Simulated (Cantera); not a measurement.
## Ammonia decomposition in nitride growth gas

An isothermal, constant-pressure homogeneous reactor starts with NH₃ : N₂ = 1 : 3.4 (molar parts), at 1675 K and 0.237 atm.

Detailed kinetics in Cantera: the gas-phase N/H chemistry of the illustrative SiF4/NH3 mechanism in the Surface Chemkin manual (1991). Walls and surfaces, which speed up NH3 decomposition in real reactors, are not modelled.

```
t (s)        x NH₃       x N       x H     x NH₂    x N₂H₂     x H₂
--------  --------  --------  --------  --------  --------  -------
0.000300     0.227    <1e-12   1.40e-8   4.95e-6  4.27e-10  2.48e-6
0.00133      0.227  1.88e-11   1.59e-8   2.19e-5   1.04e-8  1.16e-5
0.00591      0.227  2.46e-10   5.48e-8   8.43e-5   1.81e-7  9.77e-5
0.0262       0.226   1.53e-9   2.78e-7  0.000115   3.54e-7  0.00105
0.116        0.223   7.19e-9   1.15e-6  0.000109   3.47e-7  0.00554
0.516        0.207   2.55e-8   4.59e-6   9.63e-5   3.11e-7   0.0244
2.29         0.155   4.34e-8   1.69e-5   7.36e-5   1.99e-7   0.0886
10.2        0.0585   4.08e-8   4.92e-5   3.49e-5   4.89e-8    0.206
45.1       0.00678   1.86e-8   9.97e-5   6.27e-6   1.95e-9    0.269
200       0.000679   3.30e-9  0.000124   7.57e-7  3.16e-11    0.277
```
x: mole fraction; the columns are a selection and need not sum to one.

Equilibrium at this temperature and pressure: NH₃ 1.14e-6, N 5.79e-12, H 0.000126, NH₂ 1.29e-9, N₂H₂ <1e-12, H₂ 0.278 (gas phase only).
